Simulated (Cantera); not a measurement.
An adiabatic, constant-volume homogeneous reactor starts with 44.4 % H₂, 11.1 % O₂, 41.8 % N₂, 0.173 % NO, 2.53 % CO₂, at 950 K and 1.00 bar.

Detailed kinetics in Cantera: GRI-Mech 3.0 (53 species, 325 reactions). The mechanism lacks 2 NO + O2 → 2 NO2 and HONO, so NO2 and the effect of NO are under-described below about 1400 K.

**Question.** Predict: time of steepest temperature rise; temperature at 7.00 s; equilibrium temperature; x(H₂) at 7.00 s; x(O₂) at 7.00 s; x(NO) at 7.00 s; x(OH) at 7.00 s; x(H) at 7.00 s; x(O) at 7.00 s.

**Answer.** 
| Quantity | Value |
|---|---|
| time of steepest temperature rise | 0.423 ms |
| temperature at 7.00 s | 2727 K |
| equilibrium temperature | 2727 K |
| x(H₂) at 7.00 s | 0.216 (gas-phase equilibrium 0.216) |
| x(O₂) at 7.00 s | 0.000157 (gas-phase equilibrium 0.000157) |
| x(NO) at 7.00 s | 0.000700 (gas-phase equilibrium 0.000700) |
| x(OH) at 7.00 s | 0.00591 (gas-phase equilibrium 0.00591) |
| x(H) at 7.00 s | 0.0183 (gas-phase equilibrium 0.0183) |
| x(O) at 7.00 s | 0.000318 (gas-phase equilibrium 0.000318) |
